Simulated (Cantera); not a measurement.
Thermodynamics of hydrogen reduction and annealing atmospheres, feed ZrO2 + H2 + H2O

Charge: 1 mol ZrO2, 22 mol H2, 0.25 mol H2O, equilibrated at 1 atm.

Method: chemical equilibrium by Gibbs-energy minimisation in Cantera with the NASA 1993 tables (ideal gas, pure condensed phases). Candidate condensed phases: H2O, Zr, ZrO2; 12 gas species. Kinetics and transport are ignored.

```
T (K)   x H2   x H2O       x H      x OH  n ZrO2(monoclinic)  n ZrO2(tetragonal)
-----  -----  ------  --------  --------  ------------------  ------------------
1325   0.989  0.0112   1.62e-6  2.68e-10                1.00                   0
1375   0.989  0.0112   3.38e-6  6.92e-10                1.00                   0
1425   0.989  0.0112   6.74e-6   1.67e-9                1.00                   0
1475   0.989  0.0112   1.28e-5   3.82e-9                1.00                   0
1525   0.989  0.0112   2.34e-5   8.24e-9                   0                1.00
1575   0.989  0.0112   4.11e-5   1.69e-8                   0                1.00
1625   0.989  0.0112   6.97e-5   3.34e-8                   0                1.00
1675   0.989  0.0112  0.000115   6.30e-8                   0                1.00
1725   0.989  0.0112  0.000183   1.15e-7                   0                1.00
1775   0.988  0.0112  0.000286   2.02e-7                   0                1.00
```
x: gas mole fraction; n: condensed amount in mol.

From 1325 K to 1475 K the condensed part is ZrO2(monoclinic). From 1525 K to 1775 K the condensed part is ZrO2(tetragonal).
